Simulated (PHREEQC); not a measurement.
A PHREEQC speciation (ion-association model, wateq4f.dat) at 25 °C gives pH 11.27 and these molalities:

| species | mol/kgw |
|---|---|
| Na+ | 0.338 |
| NaCO3- | 0.143 |
| CO3-2 | 0.0930 |
| HCO3- | 0.00365 |
| OH- | 0.00287 |
| SO4-2 | 0.000800 |
| NaHCO3 | 0.000313 |
| NaSO4- | 0.000300 |

Question: What are the element totals, and what could have been dissolved in 1 kg of water to give them?

Answer: One answer among several that fit: totals C(4) 0.240, Na 0.481, S(6) 0.00110 mol/kgw, from 0.0011 mol NaHSO4 and 0.24 mol Na2CO3 per kg of water.

Precipitation was switched off in this run.
